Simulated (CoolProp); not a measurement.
The fluid at 465.55 K and 9.55 MPa flows at 1 m/s in a round tube of 100 mm bore and 15 µm roughness, fully developed (64/Re and Nu = 3.66 if laminar; Colebrook and Gnielinski if turbulent). The same conditions are run with several fluids, on thermodynamics alone (safety and materials aside).

Values from CoolProp's reference Helmholtz-energy equation of state of each fluid (toluene: Lemmon 2006; p-xylene: Zhou 2012; ethylbenzene: Zhou 2012; o-xylene: Zhou 2012; n-nonane: Lemmon 2006).

```tsv
fluid	Reynolds number	Darcy friction factor	pressure drop (Pa/m)	heat-transfer coefficient (W/(m² K))	mass flow (kg/h)
toluene	436000	0.0152	53.8	1680	20100
p-xylene	417000	0.0152	(withheld)	1660	(withheld)
ethylbenzene	(withheld)	0.0153	(withheld)	1680	(withheld)
o-xylene	362000	0.0155	(withheld)	1610	20900
n-nonane	(withheld)	0.0157	(withheld)	1550	16800
```

Task: What belongs in the gaps?

Result: 
- p-xylene, pressure drop (Pa/m): 54.7
- p-xylene, mass flow (kg/h): 20300
- ethylbenzene, Reynolds number: 409000
- ethylbenzene, pressure drop (Pa/m): 55.2
- ethylbenzene, mass flow (kg/h): 20400
- o-xylene, pressure drop (Pa/m): 57.3
- n-nonane, Reynolds number: 330000
- n-nonane, pressure drop (Pa/m): 46.4

Transport values come from each fluid's own correlations; those of ethylbenzene are estimates that may be off by 10 % or more.
